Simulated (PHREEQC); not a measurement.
Dissolve 0.0041 mol HF, 0.00013 mol CuSO4 and 0.00017 mol CuCl2 per kg of water at 25 °C. Closed to the air; pH follows from the charge balance.

All values are PHREEQC results (ion-association model, phreeqc.dat), not measurements.

### Question
The ionic strength comes out as 0.00240 mol/kgw. What activity coefficients do Cu+2, HSO4-, CuF+, HF2-, F- get?

### Answer
Cu+2 0.81, HSO4- 0.95, CuF+ 0.95, HF2- 0.95, F- 0.95.

Precipitation was switched off in this run. Species that the database lacks are ignored.
